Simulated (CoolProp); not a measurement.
Values from CoolProp's reference Helmholtz-energy equation of state, de Reuck 1990.

### Question
For fluorine, give the phase and the density (kg/m³), isothermal compressibility (1/MPa), expansivity (1/kK) at 91.7 K and 105 bar; 164.8 K and 105 bar; 179.4 K and 105 bar.

### Answer
- 91.7 K and 105 bar: liquid; density 1480, isothermal compressibility 0.00184, expansivity 4.47
- 164.8 K and 105 bar: supercritical; density 622, isothermal compressibility 0.129, expansivity 34.2
- 179.4 K and 105 bar: supercritical; density 419, isothermal compressibility 0.136, expansivity 20.1
